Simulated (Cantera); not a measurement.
Feed: 1 mol SiC, 0.001 mol O2, 230 mol H2, equilibrated at 1025 °C and 1100 Pa.

Equilibrium computed with Cantera from the NASA thermochemical tables; the gas is ideal and each condensed phase is pure. Candidate condensed phases: C, C6H6, C7H8, C8H18, H2O, Si, SiC, SiO2; 123 gas species. Rates play no part.

### Question
What is the equilibrium state?

### Answer
| Property | Result |
|---|---|
| x(H2) | 1.000 |
| x(H) | 1.02e-5 |
| x(SiO) | 5.29e-6 |
| x(CO) | 3.39e-6 |
| x(CH4) | 1.90e-6 |
| n(SiC(s)) | 0.999 mol |
| gas amount | 230.0 mol |
| log10 activity of Si(s) (absent) | -0.87 |
| log10 activity of C(graphite) (absent) | -1.66 |
